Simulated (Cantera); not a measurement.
A closed system holds: 1 mol CH3F, 0.01 mol CH4, 0.75 mol H2, at 0.0140 bar.

Cantera equilibrium calculation (NASA polynomials, part measured and part estimated; ideal gas, pure solids and liquids). Candidate condensed phases: C, C6H6, C7H8, C8H18; 95 gas species. The numbers say what is thermodynamically allowed, not how fast it happens.

**Question.** What share of the C ends up in condensed phases as a function of T (K), at 2600, 2750, 2900, 3050, 3200, 3350, 3500?

**Answer.** 
```
T (K)  C condensed (%)           as
-----  ---------------  -----------
2600              95.0  C(graphite)
2750              91.2  C(graphite)
2900              80.0  C(graphite)
3050              30.8  C(graphite)
3200               0.0            -
3350               0.0            -
3500               0.0            -
```
